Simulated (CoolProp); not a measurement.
Values from CoolProp's reference Helmholtz-energy equation of state, Thol 2018.

Question: Give the vapour pressure (MPa), vapour density (kg/m³), enthalpy of vaporisation (kJ/kg), liquid cp (kJ/(kg K)) of saturated hydrogen chloride at -43.15 °C.

Answer: 
```csv
T (°C),p (MPa),vapour density (kg/m³),enthalpy of vaporisation (kJ/kg),liquid cp (kJ/(kg K))
-43.15,0.683,14.6,392,1.73
```
